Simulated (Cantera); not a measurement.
**Low-pressure radical oxidation in H2/O2**

An isothermal, constant-pressure homogeneous reactor starts with 0.754 % H2, 99.2 % O2, equivalence ratio 0.0038, at 1350 K and 0.0133 bar.

Detailed kinetics in Cantera: GRI-Mech 3.0 (53 species, 325 reactions). Radical loss at walls, strong at low pressure, is not modelled.

```json
[
 {"t (s)": "2.00e-5", "x H2": "0.00754", "x O2": "0.992", "x H2O": "1.15e-11", "x O": "5.64e-10", "x OH": "5.60e-10", "x H2O2": "<1e-12"},
 {"t (s)": "6.29e-5", "x H2": "0.00754", "x O2": "0.992", "x H2O": "2.50e-10", "x O": "3.60e-9", "x OH": "3.52e-9", "x H2O2": "<1e-12"},
 {"t (s)": "0.000198", "x H2": "0.00754", "x O2": "0.992", "x H2O": "4.01e-9", "x O": "1.77e-8", "x OH": "1.65e-8", "x H2O2": "3.21e-12"},
 {"t (s)": "0.000623", "x H2": "0.00754", "x O2": "0.992", "x H2O": "6.29e-8", "x O": "1.06e-7", "x OH": "9.08e-8", "x H2O2": "2.97e-11"},
 {"t (s)": "0.00196", "x H2": "0.00754", "x O2": "0.992", "x H2O": "2.70e-6", "x O": "2.67e-6", "x OH": "2.16e-6", "x H2O2": "2.43e-10"},
 {"t (s)": "0.00617", "x H2": "0.00189", "x O2": "0.987", "x H2O": "0.00459", "x O": "0.00428", "x OH": "0.00183", "x H2O2": "2.80e-8"},
 {"t (s)": "0.0194", "x H2": "2.27e-5", "x O2": "0.985", "x H2O": "0.00699", "x O": "0.00656", "x OH": "0.000892", "x H2O2": "9.04e-9"},
 {"t (s)": "0.0612", "x H2": "2.09e-5", "x O2": "0.986", "x H2O": "0.00702", "x O": "0.00601", "x OH": "0.000856", "x H2O2": "8.83e-9"},
 {"t (s)": "0.192", "x H2": "1.64e-5", "x O2": "0.987", "x H2O": "0.00710", "x O": "0.00467", "x OH": "0.000759", "x H2O2": "8.20e-9"},
 {"t (s)": "0.606", "x H2": "8.79e-6", "x O2": "0.990", "x H2O": "0.00725", "x O": "0.00246", "x OH": "0.000557", "x H2O2": "6.55e-9"},
 {"t (s)": "1.91", "x H2": "2.59e-6", "x O2": "0.992", "x H2O": "0.00741", "x O": "0.000712", "x OH": "0.000303", "x H2O2": "3.65e-9"},
 {"t (s)": "6.00", "x H2": "4.66e-7", "x O2": "0.992", "x H2O": "0.00751", "x O": "0.000127", "x OH": "0.000129", "x H2O2": "1.22e-9"}
]
```
x: mole fraction; the columns are a selection and need not sum to one.

Equilibrium at this temperature and pressure: H2 1.35e-8, O2 0.992, H2O 0.00756, O 3.66e-6, OH 2.19e-5, H2O2 6.90e-11 (gas phase only).
